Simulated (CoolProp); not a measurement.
Octamethyltrisiloxane (MDM) along the isotherm 51.25 °C: fugacity coefficient from the reference equation and from simpler models built on Tc = 292.2 °C, pc = 14.38 bar, ω = 0.528; each cubic takes its own stable root.

Values from CoolProp's reference Helmholtz-energy equation of state, Thol 2017.

```json
[
 {"p (bar)": "0.0682", "phase": "liquid", "reference": "0.3412", "van der Waals": "0.9950", "Redlich-Kwong": "0.9926", "Soave-Redlich-Kwong": "0.3510", "Peng-Robinson": "0.3783"},
 {"p (bar)": "0.115", "phase": "liquid", "reference": "…", "van der Waals": "0.9915", "Redlich-Kwong": "0.9875", "Soave-Redlich-Kwong": "…", "Peng-Robinson": "0.2244"},
 {"p (bar)": "0.194", "phase": "liquid", "reference": "0.1201", "van der Waals": "…", "Redlich-Kwong": "0.9160", "Soave-Redlich-Kwong": "0.1236", "Peng-Robinson": "0.1332"},
 {"p (bar)": "0.328", "phase": "liquid", "reference": "0.07115", "van der Waals": "0.9757", "Redlich-Kwong": "0.5427", "Soave-Redlich-Kwong": "0.07322", "Peng-Robinson": "0.07888"},
 {"p (bar)": "0.553", "phase": "liquid", "reference": "0.04231", "van der Waals": "0.9591", "Redlich-Kwong": "0.3229", "Soave-Redlich-Kwong": "0.04355", "Peng-Robinson": "0.04690"},
 {"p (bar)": "0.933", "phase": "liquid", "reference": "0.02518", "van der Waals": "0.9310", "Redlich-Kwong": "0.1923", "Soave-Redlich-Kwong": "0.02593", "Peng-Robinson": "0.02791"},
 {"p (bar)": "1.58", "phase": "liquid", "reference": "0.01498", "van der Waals": "0.5714", "Redlich-Kwong": "0.1145", "Soave-Redlich-Kwong": "0.01544", "Peng-Robinson": "…"},
 {"p (bar)": "2.66", "phase": "liquid", "reference": "0.009004", "van der Waals": "0.3465", "Redlich-Kwong": "0.06900", "Soave-Redlich-Kwong": "…", "Peng-Robinson": "0.009978"},
 {"p (bar)": "4.49", "phase": "liquid", "reference": "0.005444", "van der Waals": "0.2127", "Redlich-Kwong": "0.04186", "Soave-Redlich-Kwong": "0.005630", "Peng-Robinson": "0.006031"},
 {"p (bar)": "7.57", "phase": "liquid", "reference": "0.003341", "van der Waals": "…", "Redlich-Kwong": "0.02585", "Soave-Redlich-Kwong": "0.003468", "Peng-Robinson": "0.003700"},
 {"p (bar)": "12.8", "phase": "liquid", "reference": "0.002094", "van der Waals": "0.08744", "Redlich-Kwong": "0.01636", "Soave-Redlich-Kwong": "0.002187", "Peng-Robinson": "0.002317"},
 {"p (bar)": "21.6", "phase": "liquid", "reference": "0.001368", "van der Waals": "0.06119", "Redlich-Kwong": "…", "Soave-Redlich-Kwong": "…", "Peng-Robinson": "0.001511"}
]
```

**Question.** Some entries are withheld; supply them.

**Answer.** 
- 0.115, reference: 0.2025
- 0.115, Soave-Redlich-Kwong: 0.2083
- 0.194, van der Waals: 0.9857
- 1.58, Peng-Robinson: 0.01660
- 2.66, Soave-Redlich-Kwong: 0.009292
- 7.57, van der Waals: 0.1338
- 21.6, Redlich-Kwong: 0.01087
- 21.6, Soave-Redlich-Kwong: 0.001444

At some of these states van der Waals, Redlich-Kwong gives the other phase, because its saturation line lies elsewhere.
